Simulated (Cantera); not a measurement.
**Boron, boron nitride and boron oxide: B2H6 + NH3 + H2**

Input: 1 mol B2H6, 28 mol NH3, 11 mol H2, at 46.0 Pa.

Cantera equilibrium calculation (NASA polynomials, part measured and part estimated; ideal gas, pure solids and liquids). Candidate condensed phases: B, BN; 15 gas species. The feed counts by its element totals alone. The tables' values for BH2 are old estimates; treat these amounts as uncertain. Rates play no part.

From 1198 K to 1898 K the condensed part is BN(s). From 1998 K to 2298 K the condensed part is B(s). At 2398 K nothing is condensed.

| T (K) | x H2 | x H | x N2 | x B | n BN(s) | n B(s) |
|---|---|---|---|---|---|---|
| 1198 | 0.812 | 7.99e-6 | 0.188 | <1e-12 | 2.00 | 0 |
| 1298 | 0.812 | 4.50e-5 | 0.188 | <1e-12 | 2.00 | 0 |
| 1398 | 0.811 | 0.000199 | 0.188 | <1e-12 | 2.00 | 0 |
| 1498 | 0.811 | 0.000722 | 0.188 | 3.06e-11 | 2.00 | 0 |
| 1598 | 0.810 | 0.00223 | 0.188 | 1.76e-9 | 2.00 | 0 |
| 1698 | 0.806 | 0.00605 | 0.188 | 6.27e-8 | 2.00 | 0 |
| 1798 | 0.798 | 0.0147 | 0.187 | 1.49e-6 | 2.00 | 0 |
| 1898 | 0.782 | 0.0322 | 0.185 | 2.55e-5 | 1.99 | 0 |
| 1998 | 0.741 | 0.0644 | 0.194 | 0.000280 | 0 | 1.95 |
| 2098 | 0.691 | 0.119 | 0.188 | 0.00137 | 0 | 1.85 |
| 2198 | 0.612 | 0.203 | 0.179 | 0.00579 | 0 | 1.47 |
| 2298 | 0.498 | 0.315 | 0.164 | 0.0215 | 0 | 0.0452 |
| 2398 | 0.377 | 0.451 | 0.151 | 0.0209 | 0 | 0 |
x: gas mole fraction; n: condensed amount in mol.
